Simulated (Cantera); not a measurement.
Charge: 1 mol Si3N4, 1.9 mol HCl, 6.3 mol N2, equilibrated at 56000 Pa.

These are equilibrium values from Cantera (NASA tables, ideal gas, pure condensed phases), not measurements of a reactor. Candidate condensed phases: NH4Cl, Si, Si3N4; 28 gas species. Gases not in the tables: Si2H6 and higher silanes. Rates play no part.

**Question.** Which condensed phases are stable at each of these points (T (K)): 1298, 1373, 1448, 1523, 1598, 1673, 1748, 1823, 1898, 1973, 2048, 2123?

**Answer.** 
```json
[
 {"T (K)": "1298", "condensed phases": "Si3N4(s)", "Si condensed (%)": "93.7"},
 {"T (K)": "1373", "condensed phases": "Si3N4(s)", "Si condensed (%)": "93.7"},
 {"T (K)": "1448", "condensed phases": "Si3N4(s)", "Si condensed (%)": "93.5"},
 {"T (K)": "1523", "condensed phases": "Si3N4(s)", "Si condensed (%)": "92.9"},
 {"T (K)": "1598", "condensed phases": "Si3N4(s)", "Si condensed (%)": "91.6"},
 {"T (K)": "1673", "condensed phases": "Si3N4(s)", "Si condensed (%)": "89.6"},
 {"T (K)": "1748", "condensed phases": "Si3N4(s)", "Si condensed (%)": "86.9"},
 {"T (K)": "1823", "condensed phases": "Si3N4(s)", "Si condensed (%)": "84.1"},
 {"T (K)": "1898", "condensed phases": "Si3N4(s)", "Si condensed (%)": "81.4"},
 {"T (K)": "1973", "condensed phases": "Si3N4(s)", "Si condensed (%)": "79.1"},
 {"T (K)": "2048", "condensed phases": "Si3N4(s)", "Si condensed (%)": "77.1"},
 {"T (K)": "2123", "condensed phases": "Si(l)", "Si condensed (%)": "76.4"}
]
```

From 1298 K to 2048 K the condensed part is Si3N4(s). At 2123 K the condensed part is Si(l).
